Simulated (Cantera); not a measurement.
A perfectly stirred reactor is fed with H2 : O2 : N2 = 0.71 : 1 : 0.95 (molar parts), equivalence ratio 0.35, at 1.00 bar; it is held at 1025 K, and followed from long to short residence time.

Detailed kinetics in Cantera: the H2/O2 subset of GRI-Mech 3.0, which has no nitrogen chemistry. The temperature is held fixed by assumption; the heat of reaction is taken as removed at once.

Task: What does this change do: temperature 1025 to 1375 K?

Result: 
```tsv
quantity	before	after
x(H2) at τ = 6.80 s	0.00310	1.44e-5
x(O2) at τ = 6.80 s	0.281	0.280
x(O) at τ = 6.80 s	2.92e-7	3.00e-6
x(OH) at τ = 6.80 s	8.42e-7	0.000130
x(H) at τ = 6.80 s	4.43e-8	6.31e-8
x(H2) at τ = 0.140 s	0.0485	0.000196
x(O2) at τ = 0.140 s	0.297	0.280
x(O) at τ = 0.140 s	1.76e-6	4.15e-5
x(OH) at τ = 0.140 s	2.08e-6	0.000453
x(H) at τ = 0.140 s	1.67e-6	2.97e-6
```

Task: What does this change do: temperature 1025 to 1348 K?

Result: 
```
quantity               before     after
--------------------  -------  --------
x(H2) at τ = 6.80 s   0.00310   1.65e-5
x(O2) at τ = 6.80 s     0.281     0.280
x(O) at τ = 6.80 s    2.92e-7   2.64e-6
x(OH) at τ = 6.80 s   8.42e-7  0.000114
x(H) at τ = 6.80 s    4.43e-8   5.98e-8
x(H2) at τ = 0.140 s   0.0485  0.000227
x(O2) at τ = 0.140 s    0.297     0.280
x(O) at τ = 0.140 s   1.76e-6   3.74e-5
x(OH) at τ = 0.140 s  2.08e-6  0.000392
x(H) at τ = 0.140 s   1.67e-6   2.84e-6
```

Task: What does this change do: temperature 1025 to 1350 K?

Result: 
```tsv
quantity	before	after
x(H2) at τ = 6.80 s	0.00310	1.63e-5
x(O2) at τ = 6.80 s	0.281	0.280
x(O) at τ = 6.80 s	2.92e-7	2.66e-6
x(OH) at τ = 6.80 s	8.42e-7	0.000115
x(H) at τ = 6.80 s	4.43e-8	6.01e-8
x(H2) at τ = 0.140 s	0.0485	0.000224
x(O2) at τ = 0.140 s	0.297	0.280
x(O) at τ = 0.140 s	1.76e-6	3.77e-5
x(OH) at τ = 0.140 s	2.08e-6	0.000397
x(H) at τ = 0.140 s	1.67e-6	2.85e-6
```
